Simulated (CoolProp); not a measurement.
Vapour-liquid equilibrium of n-heptane (1) + ethylbenzene (2) at 1.43 bar; x and y are mole fractions of (1).

Values from CoolProp's multi-fluid Helmholtz-energy mixture model, Span 2003 and Zhou 2012; pair parameters Bell 2016.

Give the bubble temperature and the first vapour's composition at x = 0.2, 0.5, 0.8. Is there an azeotrope?

x = 0.2: 408.5 K, y = 0.426; x = 0.5: 396.2 K, y = 0.725; x = 0.8: 388.1 K, y = 0.902. No azeotrope shows between x = 0.05 and 0.95.

Pair parameters are fitted to limited data, so mixtures are less certain than the pure fluids.
